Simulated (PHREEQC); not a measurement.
A solution holds 16 mmol/kgw BaCl2, 5.9 mmol/kgw NaCl and 190 mmol/kgw Zn(NO3)2, at 25 °C. Closed to the air; pH follows from the charge balance.

The numbers come from PHREEQC with the ion-association model, phreeqc.dat.

This is a speciation only: nothing precipitates in the calculation.

**Question.** Order these Cl species by the share of Cl that they hold, largest first: ZnCl2, ZnCl+, Cl-.

**Answer.** Cl- (91 %), ZnCl+ (9.1 %), ZnCl2 (0.23 %)

The pH is 5.12 and the ionic strength 0.617 mol/kgw. Species that the database lacks are ignored.
